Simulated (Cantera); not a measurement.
Charge: 1 mol CCl₄, 0.016 mol Si, a varied amount of H₂, at 2523 K and 5.30 Pa.

These are equilibrium values from Cantera (NASA tables, ideal gas, pure condensed phases), not measurements of a reactor. Candidate condensed phases: C, C₆H₆, C₇H₈, C₈H₁₈, Si, SiC; 109 gas species. The tables' values for SiCl are old estimates; treat these amounts as uncertain. The numbers say what is thermodynamically allowed, not how fast it happens.

x: gas mole fraction; n: condensed amount in mol.

| n(H₂) (mol) | x Cl | x H | x H₂ | x HCl | x C₃ | n C(graphite) |
|---|---|---|---|---|---|---|
| 0.19 | 0.892 | 0.0778 | 0.000415 | 0.00675 | 0.0134 | 0.783 |
| 0.25 | 0.869 | ___ | ___ | ___ | 0.0134 | 0.777 |
| 0.33 | 0.839 | 0.127 | 0.00111 | 0.0104 | 0.0134 | 0.770 |
| 0.43 | 0.804 | 0.159 | 0.00174 | 0.0125 | 0.0134 | 0.761 |
| 0.57 | 0.760 | 0.200 | 0.00275 | 0.0148 | 0.0134 | 0.748 |
| 0.74 | 0.712 | 0.244 | 0.00410 | 0.0169 | 0.0134 | 0.732 |
| 0.97 | 0.657 | 0.296 | 0.00602 | 0.0189 | 0.0134 | 0.710 |
| 1.3 | ___ | ___ | ___ | 0.0206 | 0.0134 | 0.679 |
| 1.7 | 0.526 | 0.419 | 0.0120 | 0.0214 | 0.0134 | 0.641 |
| 2.2 | 0.463 | 0.479 | 0.0157 | 0.0215 | 0.0134 | 0.593 |
| 2.9 | 0.396 | 0.542 | 0.0202 | 0.0209 | 0.0134 | 0.526 |
| 3.7 | 0.340 | 0.595 | 0.0243 | 0.0197 | 0.0134 | 0.450 |
| 4.9 | 0.280 | 0.652 | 0.0292 | 0.0178 | 0.0134 | 0.335 |

### Question
What belongs in the gaps?

### Answer

- 1.3, x Cl: 0.590
- 1.3, x H: 0.358
- 1.3, x H₂: 0.00881
- 0.25, x H: 0.0997
- 0.25, x H₂: 0.000682
- 0.25, x HCl: 0.00843
